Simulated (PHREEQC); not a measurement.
Dissolve 0.0012 mol LiBr, 3.1e-05 mol CaCl2 and 4.1e-05 mol H4SiO4 per kg of water at 25 °C. Closed to the air; pH follows from the charge balance.

Computed with PHREEQC (Pitzer model, pitzer.dat).

This is a speciation only: nothing precipitates in the calculation.

Task: Predict the pH, specific conductance, osmotic coefficient.

Result: pH 6.89; specific conductance 141 µS/cm; osmotic coefficient 0.987.
